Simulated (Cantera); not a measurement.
Iron carbonyl, mercury and lead vapours: PbO + O₂ + H₂

A closed system holds: 1 mol PbO, 0.086 mol O₂, 0.35 mol H₂, held at 100000 Pa.

Equilibrium computed with Cantera from the NASA thermochemical tables; the gas is ideal and each condensed phase is pure. Candidate condensed phases: H₂O, Pb, PbO, PbO₂, Pb₃O₄; 12 gas species. Each liquid is taken as pure. Mutual solubility and eutectic melting of coexisting phases are not modelled. Gases not in the tables: (PbO)n polymers. Equilibrium is a limit: real reactors are often held back by kinetics, nucleation or transport.

From 575 °C to 875 °C the condensed part is Pb(l) + PbO(yellow). From 975 °C to 1375 °C the condensed part is Pb(l) + PbO(l).

```
T (°C)  log p H₂O  log p Pb  log p PbO  log p H₂  log p OH  n Pb(l)  n PbO(yellow)  n PbO(l)
------  ---------  --------  ---------  --------  --------  -------  -------------  --------
575          0.00     -6.52      -9.12     -4.10    -11.93    0.178          0.822         0
675          0.00     -5.32      -7.31     -3.92    -10.16    0.178          0.822         0
775          0.00     -4.35      -5.86     -3.76     -8.73    0.178          0.822         0
875          0.00     -3.55      -4.66     -3.62     -7.56    0.178          0.822         0
975          0.00     -2.89      -3.75     -3.42     -6.61    0.177              0     0.822
1075         0.00     -2.32      -3.00     -3.23     -5.82    0.176              0     0.822
1175        -0.01     -1.84      -2.35     -3.06     -5.14    0.172              0     0.821
1275        -0.02     -1.42      -1.80     -2.93     -4.55    0.163              0     0.817
1375        -0.07     -1.05      -1.32     -2.83     -4.05    0.141              0     0.803
```
log p: log10 of the partial pressure in bar; n: condensed amount in mol.
